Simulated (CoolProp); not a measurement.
Vapour pressure (bar) of R13: the reference equation beside estimates from Tc = 303.0 K, pc = 39.73 bar, ω = 0.175. Clausius-Clapeyron is anchored at 243.2 K with a constant enthalpy of vaporisation of 12.37 kJ/mol.

The numbers come from the reference Helmholtz-energy equation of state, Platzer 1990 in CoolProp. This equation is an older, rougher fit; its heat capacities, sound speeds and derivatives of the liquid may be far off and weren't checked against measurements.

```json
[
 {"T (K)": "214.2", "reference": "2.928", "Lee-Kesler": "2.903", "Clausius-Clapeyron": "3.679", "van der Waals": "8.366", "Redlich-Kwong": "3.768", "Soave-Redlich-Kwong": "2.902"},
 {"T (K)": "221.4", "reference": "3.913", "Lee-Kesler": "3.891", "Clausius-Clapeyron": "4.612", "van der Waals": "9.870", "Redlich-Kwong": "4.933", "Soave-Redlich-Kwong": "3.892"},
 {"T (K)": "228.7", "reference": "5.147", "Lee-Kesler": "5.127", "Clausius-Clapeyron": "5.715", "van der Waals": "11.56", "Redlich-Kwong": "6.355", "Soave-Redlich-Kwong": "5.136"},
 {"T (K)": "236", "reference": "6.649", "Lee-Kesler": "6.630", "Clausius-Clapeyron": "6.990", "van der Waals": "13.43", "Redlich-Kwong": "8.043", "Soave-Redlich-Kwong": "6.655"},
 {"T (K)": "243.2", "reference": "8.424", "Lee-Kesler": "8.406", "Clausius-Clapeyron": "8.424", "van der Waals": "15.45", "Redlich-Kwong": "9.991", "Soave-Redlich-Kwong": "8.456"},
 {"T (K)": "250.5", "reference": "10.56", "Lee-Kesler": "10.54", "Clausius-Clapeyron": "10.07", "van der Waals": "17.69", "Redlich-Kwong": "12.27", "Soave-Redlich-Kwong": "10.62"},
 {"T (K)": "257.7", "reference": "13.02", "Lee-Kesler": "13.00", "Clausius-Clapeyron": "11.89", "van der Waals": "20.08", "Redlich-Kwong": "14.85", "Soave-Redlich-Kwong": "13.13"},
 {"T (K)": "265", "reference": "15.93", "Lee-Kesler": "15.90", "Clausius-Clapeyron": "13.94", "van der Waals": "22.70", "Redlich-Kwong": "17.82", "Soave-Redlich-Kwong": "16.09"}
]
```

Absolute difference from the reference over all 8 rows, mean and median: Lee-Kesler 0.4 and 0.2 %, Clausius-Clapeyron 10.7 and 9.9 %, van der Waals 101.5 and 92.7 %, Redlich-Kwong 20.0 and 19.8 %, Soave-Redlich-Kwong 0.6 and 0.6 %.
